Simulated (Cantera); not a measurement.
## Adiabatic ignition

An adiabatic, constant-pressure homogeneous reactor starts with 15.0 % H2, 17.8 % O2, 67.2 % N2, equivalence ratio 0.42, at 1250 K and 330000 Pa.

Model: GRI-Mech 3.0 (53 species, 325 reactions), integrated in Cantera. The hydrogen kinetics of GRI-Mech 3.0 are dated; newer H2 mechanisms differ, most at raised pressure.

```
t (s)     T (K)      x H2   x O2     x OH    x NO2      x NO
--------  -----  --------  -----  -------  -------  --------
2.00e-6    1250     0.150  0.178  1.18e-8   <1e-12    <1e-12
5.46e-6    1250     0.150  0.178  5.98e-7   <1e-12    <1e-12
1.49e-5    1800    0.0134  0.105   0.0155  9.20e-9   1.06e-5
4.07e-5    2246   0.00150  0.109  0.00904  7.03e-8   4.21e-5
0.000111   2281  0.000517  0.110  0.00557  8.68e-8   5.74e-5
0.000304   2282  0.000495  0.110  0.00546  1.30e-7   8.69e-5
0.000829   2282  0.000495  0.110  0.00546  2.50e-7  0.000167
0.00226    2282  0.000494  0.110  0.00545  5.73e-7  0.000382
0.00618    2280  0.000491  0.110  0.00542  1.43e-6  0.000953
0.0169     2278  0.000485  0.109  0.00536  3.58e-6   0.00239
0.0461     2272  0.000472  0.107  0.00522  8.03e-6   0.00534
0.126      2265  0.000457  0.106  0.00507  1.32e-5   0.00878
0.344      2262  0.000452  0.105  0.00502  1.48e-5   0.00983
0.939      2262  0.000452  0.105  0.00502  1.48e-5   0.00985
2.56       2262  0.000452  0.105  0.00502  1.48e-5   0.00985
7.00       2262  0.000452  0.105  0.00502  1.48e-5   0.00985
```
x: mole fraction; the columns are a selection and need not sum to one.

| Item | Result |
|---|---|
| time of steepest temperature rise | 13.7 µs |
| temperature at 7.00 s | 2262 K |
| equilibrium temperature | 2262 K |
| x(H2) at 7.00 s | 0.000452 (gas-phase equilibrium 0.000452) |
| x(O2) at 7.00 s | 0.105 (gas-phase equilibrium 0.105) |
| x(OH) at 7.00 s | 0.00502 (gas-phase equilibrium 0.00502) |
